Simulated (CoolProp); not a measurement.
Vapour pressure (kPa) of nitrogen: the reference equation beside estimates from Tc = -147.0 °C, pc = 3396 kPa, ω = 0.037.

Computed with CoolProp (reference Helmholtz-energy equation of state, Span 2000).

| T (°C) | reference | van der Waals | Soave-Redlich-Kwong | Peng-Robinson |
|---|---|---|---|---|
| -179.15 | 500.2 | 927.9 | 502.5 | 501.6 |
| -177.15 | 583.2 | 1027 | 586.7 | 584.7 |
| -175.05 | 680.5 | ? | 685.7 | 682.4 |
| -172.95 | 789.1 | 1257 | 796.1 | 791.5 |
| -170.95 | 903.6 | 1377 | 912.5 | 906.6 |
| -168.85 | 1036 | 1511 | 1047 | 1040 |
| -166.75 | 1182 | 1653 | ? | 1187 |
| -164.75 | 1334 | 1795 | 1351 | 1340 |
| -162.65 | 1509 | 1952 | 1528 | 1516 |
| -160.55 | ? | 2118 | 1720 | 1708 |
| -158.55 | 1896 | 2283 | 1919 | 1907 |
| -156.45 | ? | 2465 | 2144 | 2132 |
| -154.35 | 2363 | ? | 2388 | 2376 |
| -152.35 | 2613 | 2845 | 2636 | 2627 |
| -150.25 | 2897 | 3052 | 2916 | 2909 |

Q: What belongs in the gaps?

A: 
- -175.05, van der Waals: 1139
- -166.75, Soave-Redlich-Kwong: 1196
- -160.55, reference: 1699
- -156.45, reference: 2120
- -154.35, van der Waals: 2655

Absolute difference from the reference over all 15 rows, mean and median: van der Waals 38.5 and 34.6 %, Soave-Redlich-Kwong 1.0 and 1.1 %, Peng-Robinson 0.4 and 0.4 %.
